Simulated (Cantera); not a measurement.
# Ammonia decomposition in nitride growth gas

A perfectly stirred reactor is fed with NH3 : N2 = 1 : 28 (molar parts), at 0.365 atm; it is held at 1875 K, and followed from long to short residence time.

Detailed kinetics in Cantera: the gas-phase N/H chemistry of the illustrative SiF4/NH3 mechanism in the Surface Chemkin manual (1991). Walls and surfaces, which speed up NH3 decomposition in real reactors, are not modelled.

| τ (s) | x NH3 | x N2H4 | x N2H2 | x H2 | x N2 | x NH2 |
|---|---|---|---|---|---|---|
| 10 | 0.00160 | 4.66e-11 | 2.95e-9 | 0.0476 | 0.951 | 9.58e-6 |
| 2.8 | 0.00459 | 2.19e-10 | 1.07e-8 | 0.0433 | 0.952 | 2.08e-5 |
| 0.79 | 0.0112 | 8.32e-10 | 3.22e-8 | 0.0337 | 0.955 | 4.05e-5 |
| 0.22 | 0.0210 | 2.29e-9 | 7.16e-8 | 0.0194 | 0.959 | 6.72e-5 |
| 0.062 | 0.0290 | 4.54e-9 | 1.09e-7 | 0.00784 | 0.963 | 9.45e-5 |
| 0.017 | 0.0328 | 7.08e-9 | 1.22e-7 | 0.00230 | 0.965 | 0.000118 |
| 0.0049 | 0.0340 | 7.02e-9 | 9.37e-8 | 0.000544 | 0.965 | 0.000118 |
| 0.0014 | 0.0344 | 2.72e-9 | 3.15e-8 | 8.30e-5 | 0.965 | 7.32e-5 |
| 0.00038 | 0.0345 | 2.79e-10 | 2.70e-9 | 1.28e-5 | 0.966 | 2.35e-5 |
| 0.00011 | 0.0345 | 2.33e-11 | 1.81e-10 | 3.35e-6 | 0.966 | 6.79e-6 |
x: mole fraction; the columns are a selection and need not sum to one.
